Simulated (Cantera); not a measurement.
A closed system holds: 1 mol Cu2O, 3.3 mol CO, 5.7 mol H2, at 2075 K and 0.0730 bar.

Cantera equilibrium calculation (NASA polynomials, part measured and part estimated; ideal gas, pure solids and liquids). Candidate condensed phases: C, C6H6, C7H8, C8H18, Cu, CuO, Cu(OH)2, Cu2O, H2O; 113 gas species. Rates play no part.

### Question
What is the equilibrium state?

### Answer
```json
{
  "x(H2)": "0.468",
  "x(CO)": "0.311",
  "x(Cu)": "0.115",
  "x(H2O)": "0.0859",
  "x(CO2)": "0.0118",
  "x(H)": "0.00675",
  "x(Cu2)": "0.000609",
  "x(OH)": "0.000141",
  "x(O)": "1.46e-6",
  "n(Cu(l))": "0.808 mol",
  "gas_amount": "10.22 mol",
  "log10 activity of C(graphite) (absent)": "-4.96"
}
```
